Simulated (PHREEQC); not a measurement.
1 kg of water holding 0.078 mol/kgw Na2SO4, 0.41 mol/kgw Na2CO3 and 0.34 mol/kgw NaOH is evaporated at 25 °C; the solids stay in contact with the brine. The system is closed to CO2. The run lets Burkeite, Mirabilite, Nahcolite, Natron, Thenardite, Trona precipitate or redissolve, and no other solid.

Equilibrium calculation in PHREEQC: Pitzer model, pitzer.dat.

```csv
water left (kg),ionic strength,water activity,Natron (mol),Burkeite (mol),C in solution (mol/kgw),Na in solution (mol/kgw),S in solution (mol/kgw)
1,1.80,0.970,0,0,0.410,1.32,0.0780
0.8219,2.19,0.964,0,0,0.499,1.60,0.0949
0.6755,2.67,0.956,0,0,0.607,1.95,0.115
0.5552,3.25,0.946,0,0,0.738,2.37,0.140
0.4563,3.95,0.934,0,0,0.898,2.88,0.171
0.375,4.81,0.919,0,0,1.09,3.51,0.208
0.3082,5.85,0.899,0,0,1.33,4.27,0.253
0.2533,7.12,0.873,0,0,1.62,5.19,0.308
0.2082,8.66,0.839,0,0,1.97,6.32,0.375
0.167,10.4,0.796,0.0229,0,2.32,7.61,0.467
0.1275,12.2,0.739,0.0730,0.00379,2.61,9.00,0.552
0.1068,13.4,0.690,0.0487,0.0246,3.15,10.0,0.269
0.09502,15.8,0.624,0,0.0341,3.96,11.7,0.103
```

Natron from water left = 0.167 kg (pH 14.55), last present at water left = 0.1068 kg; Burkeite from water left = 0.1275 kg (pH 14.78).
